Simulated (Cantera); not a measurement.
Input: 1 mol Ta(OEt)₅, 9.8 mol CO₂, a varied amount of H₂, equilibrated at 2025 K and 0.260 Pa.

Equilibrium computed with Cantera from the NASA thermochemical tables; the gas is ideal and each condensed phase is pure. Candidate condensed phases: C, C₆H₆, C₇H₈, C₈H₁₈, H₂O, Ta, TaC, Ta₂O₅; 113 gas species. The feed counts by its element totals alone. Kinetics and transport are ignored.

Task: At 310 mol H₂, list the 5 most abundant gas species with their mole fractions, and the condensed phases.

Result: H 0.654, H₂ 0.300, CO 0.0386, H₂O 0.00342, TaO₂ 0.00189. Condensed: gas only.
